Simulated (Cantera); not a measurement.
An adiabatic, constant-pressure homogeneous reactor starts with 5.02 % C3H8, 19.3 % O2, 72.8 % N2, 2.91 % CO2, at 1150 K and 0.730 bar.

Model: GRI-Mech 3.0 (53 species, 325 reactions), integrated in Cantera. GRI-Mech 3.0 was tuned for natural gas; its chemistry of propane as a main component is partial and can be far from experiment.

One state of this run: T (K) = 2579; x C3H8 = <1e-12; x O2 = 0.00299; x CO2 = 0.0731; x NO = 0.00285; x C2H2 = <1e-12; x CO = 0.0869; x C2H = <1e-12. x: mole fraction; the columns are a selection and need not sum to one.

Problem. Which value of t (s) does it belong to?
A) 2.88e-5
B) 0.0152
C) 6.00e-6
D) 8.00

Solution. D, 8.00
